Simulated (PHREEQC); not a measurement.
Solution (25 °C): 0.06 mol/kgw CuSO4, 0.0027 mol/kgw NaF and 3.6e-05 mol/kgw NaCl. It is in equilibrium with CO2 at log p = -1 (atm). Otherwise closed; pH follows from the charge balance.

All values are PHREEQC results (ion-association model, phreeqc.dat), not measurements.

**Question.** The ionic strength comes out as 0.135 mol/kgw. What activity coefficients do CuHCO3+, CuCl+, Na+, SO4-2, HF2- get?

**Answer.** CuHCO3+ 0.77, CuCl+ 0.75, Na+ 0.77, SO4-2 0.34, HF2- 0.77.

Precipitation was switched off in this run.
